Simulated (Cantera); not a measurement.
A closed system holds: 1 mol PbO, 2.2 mol O2, 3.1 mol H2, held at 1330 Pa.

Equilibrium computed with Cantera from the NASA thermochemical tables; the gas is ideal and each condensed phase is pure. Candidate condensed phases: H2O, Pb, PbO, PbO2, Pb3O4; 12 gas species. Gases not in the tables: (PbO)n polymers. The numbers say what is thermodynamically allowed, not how fast it happens.

x: gas mole fraction; n: condensed amount in mol.

```tsv
T (K)	x H2O	x PbO	x O2	x Pb	n PbO(red)	n PbO(yellow)	n PbO(l)
673	0.827	1.77e-12	0.173	<1e-12	1.00	0	0
748	0.827	2.79e-10	0.173	<1e-12	1.00	0	0
823	0.827	1.70e-8	0.173	<1e-12	0	1.00	0
898	0.827	5.15e-7	0.173	6.07e-11	0	1.000	0
973	0.827	…	0.173	…	0	1.000	0
1048	0.827	0.000105	0.173	1.37e-7	0	1.000	0
1123	0.826	0.000858	0.173	2.96e-6	0	0.997	0
1198	0.823	0.00491	0.172	3.95e-5	0	0	0.981
1273	0.809	…	0.170	…	0	0	0.918
1348	0.761	0.0754	0.161	0.00257	0	0	0.683
1423	0.648	0.196	0.142	0.0129	0	0	0
1498	0.645	0.188	0.146	0.0208	0	0	0
```

### Question
Fill in the missing entries.

### Answer

- 973, x PbO: 9.07e-6
- 973, x Pb: 3.91e-9
- 1273, x PbO: 0.0210
- 1273, x Pb: 0.000358
